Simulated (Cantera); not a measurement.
An isothermal, constant-pressure homogeneous reactor starts with 11.8 % NO, 88.2 % N₂, at 1925 K and 10.00 Torr.

Model: GRI-Mech 3.0 (53 species, 325 reactions), integrated in Cantera. Radical loss at walls, strong at low pressure, is not modelled.

### Question
Predict: x(NO) at 50.0 s; x(NO₂) at 50.0 s; x(N₂) at 50.0 s; x(O) at 50.0 s; x(O₂) at 50.0 s; x(N₂O) at 50.0 s.

### Answer
```
Quantity                                             Result
----------------  -----------------------------------------
x(NO) at 50.0 s      0.0661 (gas-phase equilibrium 0.00352)
x(NO₂) at 50.0 s    5.18e-6 (gas-phase equilibrium 4.14e-7)
x(N₂) at 50.0 s         0.908 (gas-phase equilibrium 0.939)
x(O) at 50.0 s    0.000531 (gas-phase equilibrium 0.000763)
x(O₂) at 50.0 s       0.0255 (gas-phase equilibrium 0.0567)
x(N₂O) at 50.0 s    1.48e-6 (gas-phase equilibrium 2.51e-8)
```
